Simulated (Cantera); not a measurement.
## Reactions in the system Cr-H-O

Cantera with NASA thermochemical tables; ideal gases at 1 bar, condensed phases pure. Values are per mole of reaction as written; species without (g) are pure solids or liquids, kept so even where they would boil at 1 bar.

6 OH(g) + 2 Cr → 2 CrO3(g) + 3 H2(g)

```csv
T (K),ΔH° (kJ),ΔS° (J/K),ΔG° (kJ),log10 K
1175,-824.2,-232.3,-551.3,24.51
1250,-824.8,-232.8,-533.8,22.31
1325,-825.7,-233.5,-516.4,20.36
1400,-826.8,-234.3,-498.8,18.61
1475,-828.2,-235.2,-481.2,17.04
1550,-829.8,-236.3,-463.5,15.62
1625,-831.7,-237.5,-445.8,14.33
1700,-833.9,-238.8,-427.9,13.15
1775,-836.3,-240.2,-409.9,12.06
```
